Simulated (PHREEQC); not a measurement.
## Metal-bearing waste water

Make-up at 10 °C: 49 mmol/kgw Pb(NO3)2, 31.5 mmol/kgw H3AsO4, 0.95 mmol/kgw H2SO4 and 39.5 mmol/kgw Na2SO4. Closed to the air; pH follows from the charge balance.

Computed with PHREEQC (ion-association model, wateq4f.dat).

Precipitation was switched off in this run.

**Question.** Predict the pH, ionic strength.

**Answer.** pH 2.02; ionic strength 0.179 mol/kgw.

**Question.** In which forms is Pb present?

**Answer.** Pb+2 44 %, PbSO4 35 %, PbNO3+ 18 %, Pb(SO4)2-2 2.7 % of the Pb.

Saturation is exceeded, for instance for Anglesite; the values hold only as long as no solid forms. At this temperature some constants are extrapolated from 25 °C, and those without enthalpy data are left unchanged. The database has no arsenate complexes of Pb.
